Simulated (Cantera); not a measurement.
Carbothermic reduction: Fe3O4 + CH4 + CO

Feed: 1 mol Fe3O4, 5.8 mol CH4, 0.57 mol CO, at 1580 Torr.

Equilibrium computed with Cantera from the NASA thermochemical tables; the gas is ideal and each condensed phase is pure. Candidate condensed phases: C, C6H6, C7H8, C8H18, Fe, Fe(CO)5, FeO, Fe(OH)2, Fe(OH)3, Fe2O3, Fe3O4, H2O; 114 gas species. Iron dissolves carbon and melts from about 1420 K in contact with it, which pure phases cannot show. Condensed phases not in the tables: cementite and carbon dissolved in iron. Equilibrium is a limit: real reactors are often held back by kinetics, nucleation or transport.

```csv
T (K),x H2,x CO,x H,x CH4,x C2H2 (acetylene),x Fe,x H2O,x CO2,n C(graphite),n Fe(γ),n Fe(δ),n Fe(l)
1573,0.715,0.283,2.37e-5,0.00197,1.48e-5,3.13e-7,0.000441,6.04e-5,1.78,3.00,0,0
1623,0.715,0.283,4.03e-5,0.00159,2.49e-5,7.96e-7,0.000322,4.10e-5,1.78,3.00,0,0
1673,0.716,0.283,6.65e-5,0.00131,4.08e-5,1.91e-6,0.000239,2.86e-5,1.78,0,3.00,0
1723,0.716,0.283,0.000106,0.00108,6.48e-5,4.35e-6,0.000181,2.03e-5,1.78,0,3.00,0
1773,0.716,0.283,0.000166,0.000907,0.000100,9.42e-6,0.000139,1.48e-5,1.78,0,3.00,0
1823,0.716,0.283,0.000253,0.000768,0.000151,1.94e-5,0.000108,1.09e-5,1.78,0,0,3.00
1873,0.716,0.283,0.000377,0.000656,0.000223,3.76e-5,8.56e-5,8.23e-6,1.78,0,0,3.00
1923,0.716,0.283,0.000550,0.000565,0.000323,7.05e-5,6.85e-5,6.30e-6,1.78,0,0,3.00
1973,0.715,0.283,0.000788,0.000491,0.000458,0.000128,5.55e-5,4.89e-6,1.78,0,0,3.00
2023,0.715,0.282,0.00111,0.000429,0.000639,0.000224,4.54e-5,3.84e-6,1.77,0,0,3.00
2073,0.714,0.282,0.00153,0.000377,0.000876,0.000382,3.75e-5,3.06e-6,1.77,0,0,2.99
2123,0.713,0.282,0.00209,0.000334,0.00118,0.000635,3.13e-5,2.46e-6,1.76,0,0,2.99
```
x: gas mole fraction; n: condensed amount in mol.

From 1573 K to 1623 K the condensed part is C(graphite) + Fe(γ). From 1673 K to 1773 K the condensed part is C(graphite) + Fe(δ). From 1823 K to 2123 K the condensed part is C(graphite) + Fe(l). The main Fe-bearing gas is Fe throughout.
